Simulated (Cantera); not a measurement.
## Thermodynamics of titanium nitride, carbide and oxide coatings, feed TiCl₄ + H₂O + H₂

Feed: 1 mol TiCl₄, 5.1 mol H₂O, a varied amount of H₂, at 1100 Pa.

These are equilibrium values from Cantera (NASA tables, ideal gas, pure condensed phases), not measurements of a reactor. Candidate condensed phases: H₂O, Ti, TiCl₂, TiCl₃, TiCl₄, TiO, TiO₂, Ti₂O₃, Ti₃O₅, Ti₄O₇; 23 gas species. Mutual solubility and eutectic melting of coexisting phases are not modelled. The tables' values for TiCl₂ are old estimates. Condensed phases not in the tables: Magnéli phases beyond Ti₄O₇, TiOCl. The numbers say what is thermodynamically allowed, not how fast it happens.

Stable condensed phases:

```
T in K \ n(H₂) in mol
          47  62  77  92 110 120 140 150 170 180 200
   2098    A   A   A   A   A   B   B   B   B   B   B
   1998    A   A   B   B   B   B   B   B   B   B   B
   1898    B   B   B   B   B   B   B   B   B   B   B
   1798    A   A   A   B   B   B   B   B   B   B   B
   1698    C   A   A   A   A   A   A   A   D   B   B
   1598    C   C   C   C   A   A   A   A   A   A   A
   1498    C   C   C   C   C   C   C   C   C   C   E
   1398    C   C   C   C   C   C   C   C   C   C   C
   1298    C   C   C   C   C   C   C   C   C   C   C
   1198    C   C   C   C   C   C   C   C   C   C   C
```

A: Ti₄O₇; B: Ti₃O₅; C: TiO₂; D: Ti₃O₅ + Ti₄O₇; E: TiO₂ + Ti₄O₇.
